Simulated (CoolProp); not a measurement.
Properties of R113 along the isotherm 500 K (Tc = 487.2 K, pc = 3.392 MPa, ω = 0.253).

The numbers come from the reference Helmholtz-energy equation of state, Marx 1992 in CoolProp.

| p (MPa) | phase | cv (kJ/(kg K)) | expansivity (1/kK) |
|---|---|---|---|
| 0.318 | gas | 0.7639 | 2.209 |
| 0.636 | gas | 0.7669 | 2.456 |
| 0.954 | gas | 0.7704 | [?] |
| 1.27 | gas | 0.7744 | 3.119 |
| 1.59 | gas | 0.7790 | 3.585 |
| 1.91 | gas | [?] | 4.191 |
| 2.23 | gas | 0.7909 | 5.014 |
| 2.54 | gas | [?] | 6.151 |
| 2.86 | gas | 0.8085 | 7.964 |
| 3.18 | gas | 0.8218 | 11.16 |
| 3.5 | supercritical | [?] | 18.27 |
| 3.82 | supercritical | 0.8725 | 43.22 |
| 4.13 | supercritical | 0.8853 | 61.60 |
| 4.45 | supercritical | [?] | 25.83 |
| 4.77 | supercritical | 0.8498 | 16.02 |
| 5.09 | supercritical | 0.8418 | [?] |

Question: What belongs in the gaps?

Answer: 
- 0.954, expansivity (1/kK): 2.755
- 1.91, cv (kJ/(kg K)): 0.7844
- 2.54, cv (kJ/(kg K)): 0.7986
- 3.5, cv (kJ/(kg K)): 0.8411
- 4.45, cv (kJ/(kg K)): 0.8622
- 5.09, expansivity (1/kK): 12.00
